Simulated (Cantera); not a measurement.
Input: 1 mol Si₃N₄, 0.011 mol O₂, 3.8 mol N₂, 0.4 mol N₂O, equilibrated at 1825 K and 0.00810 bar.

Cantera equilibrium calculation (NASA polynomials, part measured and part estimated; ideal gas, pure solids and liquids). Candidate condensed phases: Si, SiO₂, Si₂N₂O, Si₃N₄; 16 gas species. The tables' values for SiN are old estimates; treat these amounts as uncertain. Rates play no part.

Base state: N₂ 0.936, SiO 0.0637, Si 0.000561, Si₂N 3.15e-5, SiN 2.01e-5 (mole fractions); condensed: Si(l).

**Question.** What changes in the equilibrium state with this change: temperature from 1825 K to 2050 K?

**Answer.** 
```
species       before     after
----------  --------  --------
N₂             0.936     0.927
SiO           0.0637    0.0631
Si          0.000561   0.00954
Si₂          3.65e-6  0.000111
Si₃          8.58e-7   2.33e-5
SiN          2.01e-5  0.000192
Si₂N         3.15e-5  0.000240
Si(l), mol      2.57      2.51
```
